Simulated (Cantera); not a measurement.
An isothermal, constant-pressure homogeneous reactor starts with CH₄ : H₂ : H = 0.024 : 1 : 0.0077 (molar parts), at 2300 K and 10.00 Torr.

Model: GRI-Mech 3.0 (53 species, 325 reactions), integrated in Cantera. GRI-Mech 3.0 stops at C3 and has no aromatics, soot or wall deposition, so with more carbon than oxygen in the feed, carbon stays in small species such as C2H2 where larger ones or solid carbon would form. Radical loss at walls, strong at low pressure, is not modelled.

One state of this run: x CH₄ = 0.0163; x H₂ = 0.966; x H = 0.0123; x C₂H₄ = 0.000102; x CH₂ = 5.44e-5; x C₂H₆ = 1.37e-6; x C₂H = 7.56e-7. x: mole fraction; the columns are a selection and need not sum to one.

**Question.** Which value of t (s) does it belong to?
(A) 1.07e-5
(B) 7.00
(C) 0.00864
(D) 0.00162

**Answer.** D, 0.00162
